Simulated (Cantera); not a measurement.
An isothermal, constant-pressure homogeneous reactor starts with C₂H₆ : N₂ = 1 : 2.3 (molar parts), at 1173 K and 1.43 Torr. Integrator tolerance rtol = 1e-08.

Detailed kinetics in Cantera: GRI-Mech 3.0 (53 species, 325 reactions). GRI-Mech 3.0 stops at C3 and has no aromatics, soot or wall deposition, so with more carbon than oxygen in the feed, carbon stays in small species such as C2H2 where larger ones or solid carbon would form. Radical loss at walls, strong at low pressure, is not modelled.

### Question
What does this change do: N2 2.3 to 1.5 parts?

### Answer
```tsv
quantity	before	after
x(C₂H₆) at 90.0 s	8.92e-6 (gas-phase equilibrium 2.65e-7)	1.25e-5 (gas-phase equilibrium 4.49e-7)
x(CH₂) at 90.0 s	3.86e-12 (gas-phase equilibrium 2.22e-12)	4.29e-12 (gas-phase equilibrium 2.67e-12)
x(HCN) at 90.0 s	2.54e-10 (gas-phase equilibrium 0.0817)	1.58e-10 (gas-phase equilibrium 0.0787)
x(C₂H₄) at 90.0 s	0.107 (gas-phase equilibrium 0.00182)	0.135 (gas-phase equilibrium 0.00263)
x(C₂H) at 90.0 s	2.67e-11 (gas-phase equilibrium 8.93e-11)	2.96e-11 (gas-phase equilibrium 1.02e-10)
x(H₂) at 90.0 s	0.228 (gas-phase equilibrium 0.363)	0.274 (gas-phase equilibrium 0.425)
```

### Question
What does this change do: C2H6 1 to 1.6 parts?

### Answer
| quantity | before | after |
|---|---|---|
| x(C₂H₆) at 90.0 s | 8.92e-6 (gas-phase equilibrium 2.65e-7) | 1.29e-5 (gas-phase equilibrium 4.70e-7) |
| x(CH₂) at 90.0 s | 3.86e-12 (gas-phase equilibrium 2.22e-12) | 4.34e-12 (gas-phase equilibrium 2.71e-12) |
| x(HCN) at 90.0 s | 2.54e-10 (gas-phase equilibrium 0.0817) | 1.51e-10 (gas-phase equilibrium 0.0782) |
| x(C₂H₄) at 90.0 s | 0.107 (gas-phase equilibrium 0.00182) | 0.137 (gas-phase equilibrium 0.00272) |
| x(C₂H) at 90.0 s | 2.67e-11 (gas-phase equilibrium 8.93e-11) | 2.99e-11 (gas-phase equilibrium 1.03e-10) |
| x(H₂) at 90.0 s | 0.228 (gas-phase equilibrium 0.363) | 0.278 (gas-phase equilibrium 0.431) |
